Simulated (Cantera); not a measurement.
Input: 1 mol SiHCl3, 410 mol H2, at 0.0950 bar.

These are equilibrium values from Cantera (NASA tables, ideal gas, pure condensed phases), not measurements of a reactor. Candidate condensed phases: Si; 19 gas species. Gases not in the tables: Si2H6 and higher silanes. The numbers say what is thermodynamically allowed, not how fast it happens.

Question: What share of the Si ends up in condensed phases as a function of T (°C), at 527, 627, 727, 827, 927, 1027, 1127, 1227, 1327, 1427?

Answer: 
```csv
T (°C),Si condensed (%),as
527,21.1,Si(s)
627,39.8,Si(s)
727,69.3,Si(s)
827,89.5,Si(s)
927,93.9,Si(s)
1027,94.2,Si(s)
1127,93.8,Si(s)
1227,93.4,Si(s)
1327,92.7,Si(s)
1427,91.7,Si(l)
```
